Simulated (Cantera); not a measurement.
Feed: 1 mol Fe, 0.095 mol H2O, 0.093 mol H2, 0.38 mol HCl, held at 925 °C and 0.133 bar.

Equilibrium computed with Cantera from the NASA thermochemical tables; the gas is ideal and each condensed phase is pure. Candidate condensed phases: Fe, FeCl2, FeCl3, FeO, Fe(OH)2, Fe(OH)3, Fe2O3, Fe3O4, H2O; 22 gas species. Mutual solubility and eutectic melting of coexisting phases are not modelled. The tables' stoichiometric FeO is somewhat more stable than real wüstite, so its field is too wide. FeO: taken at fixed stoichiometry. Kinetics and transport are ignored.

Problem. What is the equilibrium state?

Solution. 
| Quantity | Value |
|---|---|
| x(HCl) | 0.378 |
| x(H2) | 0.374 |
| x(FeCl2) | 0.142 |
| x(H2O) | 0.103 |
| x(Fe2Cl4) | 0.00182 |
| x(FeCl3) | 3.59e-5 |
| n(Fe(γ)) | 0.881 mol |
| n(FeO(s)) | 0.0364 mol |
| gas amount | 0.5670 mol |
| log10 activity of FeCl2(l) (absent) | -1.22 |
| log10 activity of Fe(OH)2(s) (absent) | -7.08 |
| log10 activity of Fe(OH)3(s) (absent) | -13.10 |
